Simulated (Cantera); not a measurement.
Ignition delay

Mixture: CH3OH : O2 : N2 = 1 : 0.75 : 4.05 (molar parts), at 4.64 atm, adiabatic and at constant pressure. Ignition delay is the time to a rise of 400 K.

Cantera simulation using GRI-Mech 3.0 (53 species, 325 reactions); the numbers are that mechanism's predictions, not measurements. GRI-Mech 3.0 was tuned for natural gas; its chemistry of methanol as a main component is partial and can be far from experiment.

```csv
T0 (K),delay (ms)
1223,1.66
1273,0.769
1323,0.381
1373,0.201
1423,0.113
1473,0.0664
1523,0.0411
1573,0.0267
1623,0.0180
1673,0.0125
```

apparent activation energy between 1573 and 1673 K: 170 kJ/mol
